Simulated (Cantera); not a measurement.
Source: NASA polynomial tables (part measured, part estimated), evaluated in Cantera. Values are per mole of reaction as written; species without (g) are pure solids or liquids, kept so even where they would boil at 1 bar.

Problem. Between 300 and 1100 K, where is each reaction favourable under standard conditions?
- 2 B + O2(g) ⇌ B2O2(g)
- 2 C + O2(g) ⇌ 2 CO(g)
- 2 Pb + O2(g) ⇌ 2 PbO(g)

Solution. 
- 2 B + O2(g) ⇌ B2O2(g): ΔG° is -464 kJ at 300 K and -484 kJ at 1100 K; it stays negative (K > 1). ΔH° is -459 kJ and ΔS° 23 J/K at 1100 K.
- 2 C + O2(g) ⇌ 2 CO(g): ΔG° is -275 kJ at 300 K and -418 kJ at 1100 K; it stays negative (K > 1). ΔH° is -225 kJ and ΔS° 175 J/K at 1100 K.
- 2 Pb + O2(g) ⇌ 2 PbO(g): ΔG° is 97 kJ at 300 K and 1 kJ at 1100 K; it stays positive (K < 1). ΔH° is 115 kJ and ΔS° 104 J/K at 1100 K.
